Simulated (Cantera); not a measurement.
Gas mixture: N2 : O2 = 0.91 : 0.73 (molar parts), at 0.770 bar, frozen composition.

Cantera's kinetic-theory transport with the Lennard-Jones parameters of GRI-Mech 3.0, ideal gas; thermal conductivity in the mixture-averaged form.

One state of this run: ρ (kg/m³) = 0.502; cp (J/kg/K) = 1028; μ (µPa s) = 29.8; λ (mW/m/K) = 43.2; Pr = 0.708; D (cm²/s) C2H2 = 0.646; D (cm²/s) N2 = 0.785; D (cm²/s) OH = 1.19. D: mixture-averaged diffusion coefficient of that species in the mixture.

### Question
Which value of T (K) does it belong to?
A. 550
B. 400
C. 700
D. 850

### Answer
A, 550
